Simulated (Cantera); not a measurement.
A diamond (100) surface in a fixed gas of H2 with x(CH4) = 0.017, x(H) = 0.014, x(CH3) = 7e-05, at 1200 K; coverages are run to steady state.

Computed with Cantera and the Harris–Goodwin 1993 mechanism for the reconstructed diamond (100) surface.

θ: site fractions in the mechanism's names (c6HH fully hydrogenated, c6H* and c6*H radical sites, c6** diradical, c6HM methylated).

```json
[
 {"P (Pa)": "1300", "growth (µm/h)": "0.268", "θ c6HH": "0.439", "θ c6H*": "0.0385", "θ c6*H": "0.492", "θ c6**": "0.0306", "θ c6HM": "0.000280"},
 {"P (Pa)": "1700", "growth (µm/h)": "(withheld)", "θ c6HH": "0.439", "θ c6H*": "0.0385", "θ c6*H": "0.492", "θ c6**": "0.0306", "θ c6HM": "(withheld)"},
 {"P (Pa)": "2400", "growth (µm/h)": "0.701", "θ c6HH": "0.439", "θ c6H*": "0.0385", "θ c6*H": "0.492", "θ c6**": "0.0306", "θ c6HM": "0.000436"},
 {"P (Pa)": "3300", "growth (µm/h)": "1.14", "θ c6HH": "0.438", "θ c6H*": "0.0385", "θ c6*H": "0.492", "θ c6**": "0.0306", "θ c6HM": "0.000533"},
 {"P (Pa)": "4500", "growth (µm/h)": "(withheld)", "θ c6HH": "0.438", "θ c6H*": "0.0385", "θ c6*H": "0.491", "θ c6**": "0.0306", "θ c6HM": "(withheld)"},
 {"P (Pa)": "6100", "growth (µm/h)": "2.76", "θ c6HH": "0.438", "θ c6H*": "0.0386", "θ c6*H": "0.491", "θ c6**": "0.0306", "θ c6HM": "0.000729"},
 {"P (Pa)": "8400", "growth (µm/h)": "4.25", "θ c6HH": "0.438", "θ c6H*": "0.0386", "θ c6*H": "0.491", "θ c6**": "0.0306", "θ c6HM": "0.000828"},
 {"P (Pa)": "11000", "growth (µm/h)": "6.04", "θ c6HH": "0.438", "θ c6H*": "0.0387", "θ c6*H": "0.491", "θ c6**": "0.0306", "θ c6HM": "0.000905"}
]
```

Some entries are withheld; supply them.


- 1700, growth (µm/h): 0.410
- 1700, θ c6HM: 0.000343
- 4500, growth (µm/h): 1.80
- 4500, θ c6HM: 0.000632
